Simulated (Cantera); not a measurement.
A diamond (100) surface in a fixed gas of H2 with x(CH4) = 0.0045, x(CH3) = 1.5e-05, at 1375 K, 10.5 Torr; coverages are run to steady state.

Detailed kinetics in Cantera: the Harris–Goodwin 1993 mechanism for the reconstructed diamond (100) surface.

θ: site fractions in the mechanism's names (c6HH fully hydrogenated, c6H* and c6*H radical sites, c6** diradical, c6HM methylated).

```
x(H)     growth (µm/h)  θ c6HH  θ c6H*  θ c6*H   θ c6**
-------  -------------  ------  ------  ------  -------
0.0001         9.11e-5   0.696  0.0286   0.272  0.00344
0.00024       0.000619   0.559  0.0410   0.389   0.0102
0.00057            ___     ___     ___   0.473      ___
0.0013         0.00903   0.395  0.0542   0.514   0.0364
0.0032          0.0209   0.361  0.0562   0.534   0.0491
0.0077             ___   0.346  0.0569   0.540   0.0565
0.018           0.0464   0.340  0.0572   0.543   0.0601
0.043           0.0596   0.337  0.0574   0.544   0.0618
0.1             0.0794   0.336  0.0576   0.544   0.0626
```

### Question
What belongs in the gaps?

### Answer

- 0.00057, growth (µm/h): 0.00293
- 0.00057, θ c6HH: 0.455
- 0.00057, θ c6H*: 0.0498
- 0.00057, θ c6**: 0.0224
- 0.0077, growth (µm/h): 0.0344
